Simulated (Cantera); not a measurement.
Cantera run:

```python
import numpy as np
import cantera as ct

gas_names = """
    H HNO HNO2 HNO3 HO2 H2 H2O H2O2 N NH NH2 NH3 NH2OH NO NO2 NO3 N2 N2H2 N2H4 N2O O OH O2 O3 Si SiH
    SiH2 SiH3 SiH4 SiN SiO SiO2 Si2 Si2N Si3
""".split()
cond_names = """
    H2O(s) H2O(L) Si(cr) Si(L) SiO2(Lqz) SiO2(hqz) SiO2(L) Si2N2O(s) Si3N4(a)
""".split()


# ... load() reads the species with a 1 bar reference pressure and builds the phases ...
atoms = {
    'SiH4': {'Si': 1, 'H': 4},
    'N2O': {'N': 2, 'O': 1},
}
top_T = {'Si2N2O(s)': 2100, 'Si3N4(a)': 2400}  # K; cautious upper limits of use, not melting points


# ... equilibrate(T, P, feed) seeds the gas with the atoms and calls Mixture.equilibrate('TP', solver="vcs", rtol=1e-11, max_steps=5000) ...
results = []
T = 1400  # K
P = 1000  # Pa
for m in [0.13, 0.19, 0.27, 0.39, 0.57, 0.82, 1.2, 1.7, 2.5, 3.6, 5.3]:
    feed = {'SiH4': 1, 'N2O': m}  # mol
    mix = equilibrate(T, P, feed)
    results.append((T, P, feed, dict(zip(mix.species_names, mix.species_moles))))

top = {s: max(r[3][s] / sum(r[3][g] for g in gas_names) for r in results) for s in gas_names}
cols = sorted((s for s in top if top[s] > 1e-05), key=lambda s: -top[s])[:5]
seen = [c for c in cond_names if any(r[3].get(c, 0) > 1e-12 for r in results)]
print("log10 of partial pressures in bar; condensed amounts in mol")
print(f"{'n(N2O)':>10s}" + "".join(f"{s[:9]:>10s}" for s in cols + seen))
for T, P, feed, n in results:
    ng = sum(n[g] for g in gas_names)
    print(f"{feed['N2O']:10.4g}" + "".join(f"{np.log10(max(n[s] / ng * P / 1e5, 1e-99)):10.3f}" for s in cols)
          + "".join(f"{n.get(c, 0):10.4g}" for c in seen))
```

Output:

```
log10 of partial pressures in bar; condensed amounts in mol
    n(N2O)        H2        N2       H2O        O2        NO    Si(cr) SiO2(hqz) Si2N2O(s)
      0.13    -2.000    -6.219   -10.064   -28.818   -20.267    0.7401         0    0.1299
      0.19    -2.000    -6.219   -10.064   -28.818   -20.267    0.6201         0    0.1899
      0.27    -2.000    -6.219   -10.064   -28.818   -20.267    0.4601         0    0.2699
      0.39    -2.000    -6.219   -10.064   -28.818   -20.267    0.2201         0    0.3899
      0.57    -2.020    -3.351    -6.349   -21.349   -15.099         0   0.04649    0.4766
      0.82    -2.084    -2.755    -6.215   -20.951   -14.602         0    0.2132    0.3933
       1.2    -2.166    -2.497    -6.211   -20.780   -14.388         0    0.4665    0.2666
       1.7    -2.255    -2.352    -6.252   -20.683   -14.267         0    0.7998   0.09998
       2.5    -2.477    -2.255    -2.954   -13.644   -10.699         0         1         0
       3.6    -3.146    -2.192    -2.544   -11.486    -9.588         0         1         0
       5.3    -7.400    -2.176    -2.599    -3.089    -5.382         0         1         0
```

Method: chemical equilibrium by Gibbs-energy minimisation in Cantera with the NASA 1993 tables (ideal gas, pure condensed phases). Mutual solubility and eutectic melting of coexisting phases are not modelled. The tables hold silica as quartz up to 1696 K and as liquid above; real silica turns to tridymite and cristobalite and melts near 1996 K.
